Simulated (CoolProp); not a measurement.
Saturation properties of dimethyl carbonate.

The numbers come from the reference Helmholtz-energy equation of state, Zhou 2011 in CoolProp.

```tsv
T (K)	p (MPa)	liquid density (kg/m³)	vapour density (kg/m³)	enthalpy of vaporisation (kJ/kg)	liquid cp (kJ/(kg K))
330.1	0.03097	1020	1.029	398.1	1.885
344.1	0.05283	1001	1.694	388.8	1.914
358.1	0.08573	981.4	2.662	379.2	1.946
372.1	0.1332	961.3	4.022	369.4	1.981
386.1	0.1995	940.7	5.876	359.3	2.019
400.1	0.2889	919.5	8.342	348.6	2.060
414.1	0.4066	897.5	11.56	337.5	2.103
428.1	0.5579	874.8	15.69	325.6	2.150
```

It boils at 363.3 K under 1 atm.
